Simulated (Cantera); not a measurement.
Mixture: CH₄ : O₂ : N₂ : H₂O = 1 : 1.43 : 5.37 : 0.6 (molar parts), equivalence ratio 1.4, at 4.70 bar, adiabatic and at constant pressure. Ignition delay is the time to a rise of 400 K.

Computed with Cantera and GRI-Mech 3.0 (53 species, 325 reactions).

Q: What does this change do: N2 5.37 to 11 parts?

A: 
| quantity | before | after |
|---|---|---|
| delay at 1298 K | 4.31 ms | 8.49 ms |
| delay at 1398 K | 1.43 ms | 2.78 ms |
| delay at 1498 K | 0.500 ms | 0.940 ms |
| delay at 1598 K | 0.187 ms | 0.335 ms |
| delay at 1698 K | 75.8 µs | 0.130 ms |
| apparent activation energy between 1598 and 1698 K | 200 kJ/mol | 210 kJ/mol |

Q: What does this change do: O2 1.43 to 0.91 parts?

A: 
```json
[
 {"quantity": "delay at 1298 K", "before": "4.31 ms", "after": "8.92 ms"},
 {"quantity": "delay at 1398 K", "before": "1.43 ms", "after": "2.93 ms"},
 {"quantity": "delay at 1498 K", "before": "0.500 ms", "after": "0.989 ms"},
 {"quantity": "delay at 1598 K", "before": "0.187 ms", "after": "0.350 ms"},
 {"quantity": "delay at 1698 K", "before": "75.8 µs", "after": "0.134 ms"},
 {"quantity": "apparent activation energy between 1598 and 1698 K", "before": "200 kJ/mol", "after": "220 kJ/mol"}
]
```
